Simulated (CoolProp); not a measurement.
Properties of carbonyl sulfide along the isotherm 346.85 °C.

Computed with CoolProp (reference Helmholtz-energy equation of state, Lemmon 2006). It is a short technical equation, of lower accuracy than the large ones.

```tsv
p (MPa)	phase	density (kg/m³)	cv (kJ/(kg K))	Joule-Thomson coefficient (K/MPa)
0.245	gas	2.862	0.7216	3.965
0.49	gas	5.738	0.7221	3.960
0.735	gas	8.628	0.7225	3.955
0.98	gas	11.53	0.7230	3.949
1.22	gas	14.39	0.7235	3.944
1.47	gas	17.38	0.7239	3.937
1.71	gas	20.26	0.7244	3.931
1.96	gas	23.28	0.7249	3.924
2.2	gas	26.19	0.7253	3.917
2.45	gas	29.24	0.7258	3.910
2.69	gas	32.18	0.7263	3.902
2.94	gas	35.25	0.7267	3.894
3.18	gas	38.22	0.7272	3.886
```
